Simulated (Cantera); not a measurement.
Feed: 1 mol SrCl2, 0.95 mol H2O, 57 mol N2, held at 1.60 Pa.

Method: chemical equilibrium by Gibbs-energy minimisation in Cantera with the NASA 1993 tables (ideal gas, pure condensed phases). Candidate condensed phases: H2O, NH4Cl, Sr, SrCl2, SrO, Sr(OH)2; 35 gas species. Kinetics and transport are ignored. All values below are at 1898 K.

Base state: N2 0.946, H 0.0111, SrCl2 0.0104, Cl 0.00699, H2O 0.00492, O 0.00357, H2 0.00324, Sr 0.00300 (mole fractions); condensed: gas only.

Q: What changes in the equilibrium state with this change: pressure from 1.60 Pa to 3.50 Pa?

A: 
| species | before | after |
|---|---|---|
| N2 | 0.946 | 0.952 |
| SrCl2 | 0.0104 | 0.0121 |
| H | 0.0111 | 0.00753 |
| Cl | 0.00699 | 0.00439 |
| Sr | 0.00300 | 0.00185 |
| O | 0.00357 | 0.00229 |
